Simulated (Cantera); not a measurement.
Input (Python, Cantera) and output of one run.

```python
import numpy as np
import cantera as ct

gas_names = """
    CL CL2 Fe FeCL FeCL2 FeCL3 Fe2CL4 Fe2CL6 H HCL H2
""".split()
cond_names = """
    Fe(a) Fe(c) Fe(d) Fe(L) FeCL2(s) FeCL2(L) FeCL3(s) FeCL3(L)
""".split()


# ... load() reads the species with a 1 bar reference pressure and builds the phases ...
atoms = {
    'FeCl2': {'Fe': 1, 'CL': 2},
    'H2': {'H': 2},
}
top_T = {}  # K; cautious upper limits of use, not melting points


# ... equilibrate(T, P, feed) seeds the gas with the atoms and calls Mixture.equilibrate('TP', solver="vcs", rtol=1e-11, max_steps=5000) ...
results = []
feed = {'FeCl2': 1, 'H2': 1.4}  # mol
T = 1025  # K
P = 4300  # Pa
mix = equilibrate(T, P, feed)
results.append((T, P, feed, dict(zip(mix.species_names, mix.species_moles))))
x = sorted(zip(gas.X, gas.species_names), reverse=True)
print(f"T = {T:g} K  P = {P:g} Pa  gas = {mix.phase_moles(0):.4g} mol")
print("   x: " + "  ".join(f"{s} {v:.3e}" for v, s in x if v > 1e-05))
print("   condensed (mol): " + ("  ".join(f"{mix.phase(i).name} {mix.phase_moles(i):.4g}"
      for i in range(1, mix.n_phases) if mix.phase_moles(i) > 1e-12) or "none"))
```

Output:

```
T = 1025 K  P = 4300 Pa  gas = 2.382 mol
   x: HCL 5.065e-01  H2 3.344e-01  FeCL2 1.517e-01  Fe2CL4 7.410e-03  FeCL3 4.013e-05
   condensed (mol): Fe(a) 0.6033
```

Cantera equilibrium calculation (NASA polynomials, part measured and part estimated; ideal gas, pure solids and liquids).
